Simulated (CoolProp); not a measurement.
Acetone at several states: density (kg/m³) from the reference equation and from simpler models built on Tc = 508.1 K, pc = 4.692 MPa, ω = 0.307; each cubic takes its own stable root.

Computed with CoolProp (reference Helmholtz-energy equation of state, Lemmon 2006). It is a short technical equation, of lower accuracy than the large ones.

```json
[
 {"T (K)": "315.2", "p (MPa)": "1.47", "phase": "liquid", "reference": "766.9"},
 {"T (K)": "302.1", "p (MPa)": "0.0775", "phase": "liquid", "reference": "780.2"},
 {"T (K)": "219.7", "p (MPa)": "1.04", "phase": "liquid", "reference": "869.7"},
 {"T (K)": "292.5", "p (MPa)": "0.0183", "phase": "gas", "reference": "0.4444"},
 {"T (K)": "467.4", "p (MPa)": "4.84", "phase": "liquid", "reference": "551.6"},
 {"T (K)": "224.5", "p (MPa)": "6.33", "phase": "liquid", "reference": "867.7"}
]
```

How far does each simpler model (van der Waals, Soave-Redlich-Kwong) lie from the reference over these 6 states: mean and median of the absolute difference, and the worst?


- van der Waals: mean 49.1 %, median 48.8 %, worst -99.8 % at 302.1 K and 0.0775 MPa
- Soave-Redlich-Kwong: mean 19.4 %, median 22.5 %, worst -25.4 % at 467.4 K and 4.84 MPa

At some of these states van der Waals gives the other phase, because its saturation line lies elsewhere.
